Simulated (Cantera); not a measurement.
Input (Python, Cantera):

```python
import numpy as np
import cantera as ct

gas = ct.Solution("gri30.yaml")
gas.TPX = 1225, 5900, {'N2O': 1, 'N2': 0.1}
inlet = ct.Reservoir(gas, clone=True)

reactor = ct.IdealGasConstPressureReactor(gas, energy="off", clone=False)
exhaust = ct.Reservoir(gas, clone=True)
tau = [20, 5.4, 1.5, 0.42, 0.12, 0.032, 0.0089, 0.0025, 0.00069, 0.00019][0]
for a, b in ((inlet, reactor), (reactor, exhaust)):
    ct.MassFlowController(a, b, mdot=lambda t: reactor.mass / tau)
net = ct.ReactorNet([reactor])
show = ['N2O', 'NO2', 'N2', 'NO', 'O', 'O2']

rows = []
print(f"{'tau/s':>10s}{'T/K':>9s}" + "".join(f"{s:>11s}" for s in show))
for tau in [20, 5.4, 1.5, 0.42, 0.12, 0.032, 0.0089, 0.0025, 0.00069, 0.00019]:
    net.initial_time = 0.0
    net.advance(30 * tau)
    before = gas.X
    net.advance(40 * tau)
    drift = np.max(np.abs(gas.X - before) / (gas.X + 1e-9))
    rows.append([gas.T, *gas[show].X, drift])
    print(f"{tau:10.3e}{gas.T:9.1f}" + "".join(f"{x:11.3e}" for x in gas[show].X))
```

It prints:

```
     tau/s      T/K        N2O        NO2         N2         NO          O         O2
 2.000e+01   1225.0  3.430e-01  3.143e-05  4.404e-01  4.400e-02  2.578e-06  1.726e-01
 5.400e+00   1225.0  6.263e-01  1.457e-05  2.653e-01  2.227e-02  2.646e-06  8.604e-02
 1.500e+00   1225.0  8.075e-01  4.703e-06  1.536e-01  8.035e-03  2.665e-06  3.091e-02
 4.200e-01   1225.0  8.781e-01  1.144e-06  1.100e-01  2.451e-03  2.670e-06  9.419e-03
 1.200e-01   1225.0  9.000e-01  2.012e-07  9.650e-02  7.180e-04  2.670e-06  2.757e-03
 3.200e-02   1225.0  9.067e-01  2.129e-08  9.241e-02  1.925e-04  2.664e-06  7.390e-04
 8.900e-03   1225.0  9.084e-01  1.859e-09  9.133e-02  5.321e-05  2.643e-06  2.043e-04
 2.500e-03   1225.0  9.089e-01  1.445e-10  9.102e-02  1.453e-05  2.568e-06  5.579e-05
 6.900e-04   1225.0  9.090e-01  9.163e-12  9.094e-02  3.638e-06  2.329e-06  1.397e-05
 1.900e-04   1225.0  9.091e-01  3.891e-13  9.092e-02  7.486e-07  1.740e-06  2.874e-06
```

Model: GRI-Mech 3.0 (53 species, 325 reactions), integrated in Cantera. GRI-Mech 3.0 was tuned for natural gas; its chemistry of N2O as a main component is partial and can be far from experiment. The mechanism lacks the step 2 NO + O2 → 2 NO2, which can matter for NO2 below about 1400 K. The temperature is held fixed by assumption; the heat of reaction is taken as removed at once.
